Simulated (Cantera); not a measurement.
Mixture: 24.4 % CO, 10.5 % H2, 0.782 % CH4, 11.2 % O2, 46.0 % N2, 7.09 % H2O, equivalence ratio 1.7, at 7.90 bar, adiabatic and at constant pressure. Ignition delay is the time to a rise of 400 K.

Cantera simulation using GRI-Mech 3.0 (53 species, 325 reactions); the numbers are that mechanism's predictions, not measurements. Where the delays flatten at high temperature, the 400 K rule measures the pace of heat release, not the induction time.

### Question
Predict: delay at 1250 K; delay at 1350 K; delay at 1450 K; delay at 1550 K; apparent activation energy between 1500 and 1600 K.

### Answer
```json
{
 "delay at 1250 K": "34.1 µs",
 "delay at 1350 K": "10.6 µs",
 "delay at 1450 K": "5.34 µs",
 "delay at 1550 K": "3.41 µs",
 "apparent activation energy between 1500 and 1600 K": "75 kJ/mol"
}
```
